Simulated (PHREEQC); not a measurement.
Dissolve 0.027 mol KH2PO4, 0.00039 mol HF and 0.091 mol H3AsO4 per kg of water at 25 °C. Closed to the air; pH follows from the charge balance.

The numbers come from PHREEQC with the ion-association model, wateq4f.dat.

Precipitation was switched off in this run.

**Question.** What pH, ionic strength does the model give?

**Answer.** pH 1.91; ionic strength 0.0411 mol/kgw.

**Question.** In which forms is As present?

**Answer.** H3AsO4 67 %, H2AsO4- 33 % of the As.

Species that the database lacks are ignored. H3PO4, which wateq4f.dat lacks, is added to it with the constant of phreeqc.dat.
